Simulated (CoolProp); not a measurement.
CH2F2 (R32) along the isotherm 435 K: fugacity coefficient from the reference equation and from simpler models built on Tc = 351.3 K, pc = 5.783 MPa, ω = 0.277; each cubic takes its own stable root.

The numbers come from the reference Helmholtz-energy equation of state, Tillner-Roth 1997 in CoolProp.

```tsv
p (MPa)	phase	reference	Redlich-Kwong	Soave-Redlich-Kwong	Peng-Robinson
4.13	gas	0.8792	0.8768	0.8947	0.8767
8.26	supercritical	0.7708	0.7654	0.8010	0.7712
12.4	supercritical	0.6765	0.6698	0.7216	0.6849
16.5	supercritical	0.6012	0.5987	0.6609	0.6202
20.7	supercritical	0.5440	0.5490	0.6166	0.5726
24.8	supercritical	0.5038	0.5164	0.5869	0.5398
28.9	supercritical	0.4747	0.4943	0.5668	0.5167
33	supercritical	0.4534	0.4795	0.5539	0.5005
37.2	supercritical	0.4375	0.4700	0.5461	0.4892
41.3	supercritical	0.4263	0.4647	0.5427	0.4821
45.4	supercritical	0.4184	0.4626	0.5427	0.4781
49.6	supercritical	0.4130	0.4632	0.5454	0.4766
53.7	supercritical	0.4098	0.4659	0.5505	0.4773
57.8	supercritical	0.4084	0.4705	0.5576	0.4798
```
